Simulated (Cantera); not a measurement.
An isothermal, constant-pressure homogeneous reactor starts with NO : N₂ = 1 : 0.26 (molar parts), at 1525 K and 101000 Pa.

Model: GRI-Mech 3.0 (53 species, 325 reactions), integrated in Cantera.

Task: Predict: x(NO) at 50.0 s; x(NO₂) at 50.0 s; x(N₂O) at 50.0 s; x(O) at 50.0 s; x(N₂) at 50.0 s; x(O₂) at 50.0 s.

Result: 
```
Quantity                                            Value
----------------  ---------------------------------------
x(NO) at 50.0 s     0.390 (gas-phase equilibrium 0.00166)
x(NO₂) at 50.0 s  0.00190 (gas-phase equilibrium 1.14e-5)
x(N₂O) at 50.0 s  5.13e-5 (gas-phase equilibrium 8.92e-8)
x(O) at 50.0 s    2.56e-6 (gas-phase equilibrium 3.56e-6)
x(N₂) at 50.0 s       0.408 (gas-phase equilibrium 0.602)
x(O₂) at 50.0 s       0.200 (gas-phase equilibrium 0.396)
```
